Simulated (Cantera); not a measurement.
An adiabatic, constant-pressure homogeneous reactor starts with CH3OH : O2 : N2 : H2O = 1 : 1.25 : 4.7 : 0.36 (molar parts), equivalence ratio 1.2, at 1800 K and 10.0 bar. Integrator tolerance rtol = 1e-08.

Detailed kinetics in Cantera: GRI-Mech 3.0 (53 species, 325 reactions). GRI-Mech 3.0 was tuned for natural gas; its chemistry of methanol as a main component is partial and can be far from experiment.

**Question.** What does this change do: constant volume in place of constant pressure?

**Answer.** 
| quantity | before | after |
|---|---|---|
| time of steepest temperature rise | 2.55 µs | 2.12 µs |
| temperature at 0.200 s | 2969 K | 3158 K |
| equilibrium temperature | 2969 K | 3158 K |
| x(CH3OH) at 0.200 s | <1e-12 (gas-phase equilibrium <1e-12) | <1e-12 (gas-phase equilibrium <1e-12) |
| x(O2) at 0.200 s | 0.00855 (gas-phase equilibrium 0.00855) | 0.0106 (gas-phase equilibrium 0.0106) |
| x(H2O) at 0.200 s | 0.237 (gas-phase equilibrium 0.237) | 0.227 (gas-phase equilibrium 0.227) |
| x(H2) at 0.200 s | 0.0330 (gas-phase equilibrium 0.0330) | 0.0368 (gas-phase equilibrium 0.0368) |
| x(C2H4) at 0.200 s | <1e-12 (gas-phase equilibrium <1e-12) | <1e-12 (gas-phase equilibrium <1e-12) |
Above 3000 K some thermodynamic fits are extrapolated.

**Question.** What does this change do: initial temperature 1800 to 973 K?

**Answer.** 
```tsv
quantity	before	after
time of steepest temperature rise	2.55 µs	0.151 s
temperature at 0.200 s	2969 K	2544 K
equilibrium temperature	2969 K	2544 K
x(CH3OH) at 0.200 s	<1e-12 (gas-phase equilibrium <1e-12)	<1e-12 (gas-phase equilibrium <1e-12)
x(O2) at 0.200 s	0.00855 (gas-phase equilibrium 0.00855)	0.000753 (gas-phase equilibrium 0.000753)
x(H2O) at 0.200 s	0.237 (gas-phase equilibrium 0.237)	0.266 (gas-phase equilibrium 0.266)
x(H2) at 0.200 s	0.0330 (gas-phase equilibrium 0.0330)	0.0227 (gas-phase equilibrium 0.0227)
x(C2H4) at 0.200 s	<1e-12 (gas-phase equilibrium <1e-12)	<1e-12 (gas-phase equilibrium <1e-12)
```
Below about 1000 K GRI-Mech 3.0 lacks low-temperature oxidation paths.
